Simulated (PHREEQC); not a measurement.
Synthetic water in mg/kgw, 25 °C, pH 6.85, pe 10.9: Na 0.0322; K 0.00829; Ca 0.0269; Mg 0.0212; Cl 0.0844; S(6) as SO4 0.0487; Alkalinity as HCO3 0.235; Cd 6.2e-05; Ba 0.000173.

Valence states are taken as typed.

Equilibrium calculation in PHREEQC: ion-association model, phreeqc.dat.

| Item | Value |
|---|---|
| ionic strength | 8.17e-6 mol/kgw |
| charge-balance error | -20.8 % |

```tsv
species	molality	activity	log γ
HCO3-	3.92e-6	3.90e-6	-0.001
Cl-	2.38e-6	2.37e-6	-0.001
Na+	1.40e-6	1.40e-6	-0.001
CO2	1.24e-6	1.24e-6	0.000
Mg+2	8.72e-7	8.60e-7	-0.006
Ca+2	6.71e-7	6.62e-7	-0.006
SO4-2	5.07e-7	5.00e-7	-0.006
K+	2.12e-7	2.11e-7	-0.001
H+	1.42e-7	1.41e-7	-0.001
OH-	7.19e-8	7.17e-8	-0.001
```

No solid was allowed to form. Species that the database lacks are ignored.
